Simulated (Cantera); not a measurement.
# Pyrogenic steam for wet oxidation

An isothermal, constant-pressure homogeneous reactor starts with 18.6 % H2, 11.6 % O2, 69.8 % N2, at 1125 K and 435 Torr.

Detailed kinetics in Cantera: GRI-Mech 3.0 (53 species, 325 reactions). The temperature is held fixed by assumption; the heat of reaction is taken as removed at once.

```tsv
t (s)	x H2	x O2	x HO2	x O	x H2O	x H2O2
6.00e-5	0.186	0.116	1.83e-7	1.33e-7	1.21e-6	6.09e-10
0.000177	0.0694	0.0651	3.89e-5	0.00581	0.0995	3.32e-6
0.000520	0.00316	0.0270	2.01e-5	0.000320	0.201	4.23e-6
0.00153	0.000521	0.0258	9.94e-6	2.85e-5	0.204	1.68e-6
0.00451	9.24e-5	0.0257	2.88e-6	3.59e-6	0.205	4.47e-7
0.0133	1.13e-5	0.0256	4.49e-7	5.56e-7	0.205	1.10e-7
0.0391	8.58e-7	0.0256	5.46e-8	1.17e-7	0.205	2.96e-8
0.115	1.05e-7	0.0256	1.14e-8	3.18e-8	0.205	8.77e-9
0.340	2.85e-8	0.0256	3.66e-9	1.01e-8	0.205	2.88e-9
1.00	9.90e-9	0.0256	1.71e-9	3.48e-9	0.205	1.02e-9
```
x: mole fraction; the columns are a selection and need not sum to one.

Equilibrium at this temperature and pressure: H2 4.08e-9, O2 0.0256, HO2 1.42e-9, O 9.76e-10, H2O 0.205, H2O2 2.93e-10 (gas phase only).
